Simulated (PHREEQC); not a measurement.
Consider water at 25 °C with 0.0017 mol/kgw NaHSO4 and 0.00073 mol/kgw Na2SO4. Closed to the air; pH follows from the charge balance.

Equilibrium calculation in PHREEQC: ion-association model, phreeqc.dat.

Problem. The ionic strength comes out as 0.00679 mol/kgw. What activity coefficients do SO4-2, HSO4-, H+, Na+, NaSO4- get?

Solution. SO4-2 0.71, HSO4- 0.92, H+ 0.92, Na+ 0.92, NaSO4- 0.92.

No solid was allowed to form.
